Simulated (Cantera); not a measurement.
A closed system holds: 1 mol V2O3, 110 mol H2, 0.068 mol H2O, at 13.3 mbar.

Method: chemical equilibrium by Gibbs-energy minimisation in Cantera with the NASA 1993 tables (ideal gas, pure condensed phases). Candidate condensed phases: H2O, V, VO, V2O3, V2O4, V2O5; 12 gas species. Condensed phases not in the tables: the oxides between V2O3 and V2O5 other than VO2. The numbers say what is thermodynamically allowed, not how fast it happens. All values below are at 1000 K.

Base state: H2 0.999, H2O 0.000618 (mole fractions); condensed: V2O3(s).

**Question.** What changes in the equilibrium state with this change: V2O3 replaced by FeS2?

**Answer.** 
| species | before | after |
|---|---|---|
| H2 | 0.999 | 0.990 |
| H2S | 0 | 0.00908 |
| H2O | 0.000618 | 0.000618 |
| V2O3(s), mol | 1.00 | 0 |
| FeS(s), mol | 0 | 1.00 |
FeS: taken at fixed stoichiometry. Further candidate phases: Fe, FeO, Fe(OH)2, Fe(OH)3, FeS, FeSO4, FeS2, Fe2O3, Fe2(SO4)3, Fe3O4, H2SO4, S.
